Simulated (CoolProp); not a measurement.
Vapour pressure (kPa) of R1234ze(Z): the reference equation beside estimates from Tc = 423.3 K, pc = 3531 kPa, ω = 0.327. Clausius-Clapeyron is anchored at 299.8 K with a constant enthalpy of vaporisation of 23.40 kJ/mol.

Values from CoolProp's reference Helmholtz-energy equation of state, Akasaka 2019.

```csv
T (K),reference,Lee-Kesler,Clausius-Clapeyron,van der Waals,Redlich-Kwong,Soave-Redlich-Kwong,Peng-Robinson
299.8,187.8,188.2,187.8,751.4,340.7,188.0,187.4
304.2,217.7,218.6,215.1,808.5,384.1,218.5,217.3
308.6,251.2,252.7,245.5,868.3,431.3,252.6,250.9
313,288.6,290.7,279.1,931.0,482.5,290.6,288.3
317.4,330.0,332.8,316.1,996.5,537.8,332.9,329.9
321.8,375.9,379.4,356.9,1065,597.5,379.8,376.0
326.2,426.5,430.8,401.6,1136,661.6,431.6,426.8
330.6,482.2,487.2,450.4,1210,730.4,488.5,482.8
335,543.3,548.9,503.7,1288,804.1,551.0,544.2
339.4,610.0,616.3,561.7,1368,882.7,619.3,611.4
343.8,682.8,689.7,624.6,1451,966.4,693.8,684.7
348.2,762.0,769.4,692.6,1538,1055,774.9,764.5
```

Absolute difference from the reference over all 12 rows, mean and median: Lee-Kesler 0.8 and 1.0 %, Clausius-Clapeyron 5.1 and 5.4 %, van der Waals 184.8 and 174.8 %, Redlich-Kwong 58.2 and 57.0 %, Soave-Redlich-Kwong 1.0 and 1.1 %, Peng-Robinson 0.2 and 0.1 %.
